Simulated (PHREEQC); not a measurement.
Dissolve 0.011 mol MnSO4, 0.00031 mol H3AsO4, 0.081 mol HCl and 0.018 mol Na2SO4 per kg of water at 20 °C. Closed to the air; pH follows from the charge balance.

Equilibrium calculation in PHREEQC: ion-association model, wateq4f.dat.

| quantity | before | after |
|---|---|---|
| pH | 1.29 | 1.22 |
| ionic strength (mol/kgw) | 0.134 | 0.105 |
| HSO4- (mol/kgw) | 0.0180 | 0.00743 |
| SO4-2 (mol/kgw) | 0.00895 | 0.00294 |
| H3AsO4 (mol/kgw) | 0.000273 | 0.000278 |
| H2AsO4- (mol/kgw) | 3.75e-5 | 3.17e-5 |

Q: What was changed between the two runs?
A. HCl from 0.081 to 0.0081 mol/kgw
B. Na2SO4 left out
C. Na2SO4 from 0.018 to 0.18 mol/kgw
D. MnSO4 replaced by Rb2SO4 at the same molality

A: B, Na2SO4 left out

No solid was allowed to form. The database has no arsenate complexes of Mn.
